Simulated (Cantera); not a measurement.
Cantera run:

```python
import numpy as np
import cantera as ct

gas_names = """
    F F2 H HF H2 H2F2 H3F3 H4F4 H5F5 H6F6 H7F7 N NF NF2 NF3 NH NH2 NH3 N2 N2H2 N2H4 Si SiF SiF2 SiF3
    SiF4 SiH SiHF3 SiH2 SiH2F2 SiH3 SiH3F SiH4 SiN Si2 Si2N Si3
""".split()
cond_names = """
    Si(cr) Si(L) Si3N4(a)
""".split()


# ... load() reads the species with a 1 bar reference pressure and builds the phases ...
atoms = {
    'Si': {'Si': 1},
    'HF': {'H': 1, 'F': 1},
    'N2': {'N': 2},
}
top_T = {'Si3N4(a)': 2400}  # K; cautious upper limits of use, not melting points


# ... equilibrate(T, P, feed) seeds the gas with the atoms and calls Mixture.equilibrate('TP', solver="vcs", rtol=1e-11, max_steps=5000) ...
results = []
T = 750  # K
P = 19  # Pa
for m in [1.9, 2.4, 2.9, 3.7, 4.6, 5.8, 7.3, 9.1, 11, 14, 18]:
    feed = {'Si': 1, 'HF': m, 'N2': 77}  # mol
    mix = equilibrate(T, P, feed)
    results.append((T, P, feed, dict(zip(mix.species_names, mix.species_moles))))

top = {s: max(r[3][s] / sum(r[3][g] for g in gas_names) for r in results) for s in gas_names}
cols = sorted((s for s in top if top[s] > 0.0001), key=lambda s: -top[s])[:7]
seen = [c for c in cond_names if any(r[3].get(c, 0) > 1e-12 for r in results)]
print("log10 of partial pressures in bar; condensed amounts in mol")
print(f"{'n(HF)':>10s}" + "".join(f"{s[:9]:>10s}" for s in cols + seen))
for T, P, feed, n in results:
    ng = sum(n[g] for g in gas_names)
    print(f"{feed['HF']:10.4g}" + "".join(f"{np.log10(max(n[s] / ng * P / 1e5, 1e-99)):10.3f}" for s in cols)
          + "".join(f"{n.get(c, 0):10.4g}" for c in seen))
```

Result:

```
log10 of partial pressures in bar; condensed amounts in mol
     n(HF)        N2        HF        H2      SiF4  Si3N4(a)
       1.9    -3.729    -8.974    -5.636    -5.937     0.175
       2.4    -3.731    -8.901    -5.537    -5.838    0.1334
       2.9    -3.733    -8.841    -5.458    -5.759   0.09172
       3.7    -3.737    -8.765    -5.356    -5.657   0.02506
       4.6    -3.741    -5.849    -5.327    -5.628         0
       5.8    -3.748    -5.379    -5.333    -5.634         0
       7.3    -3.755    -5.123    -5.341    -5.642         0
       9.1    -3.765    -4.944    -5.350    -5.651         0
        11    -3.774    -4.816    -5.360    -5.661         0
        14    -3.789    -4.675    -5.374    -5.675         0
        18    -3.808    -4.548    -5.393    -5.694         0
```

Equilibrium computed with Cantera from the NASA thermochemical tables; the gas is ideal and each condensed phase is pure. N2 is the only nitrogen source here; it is nearly inert below about 1500 K, so the nitride shown seldom forms there in practice.
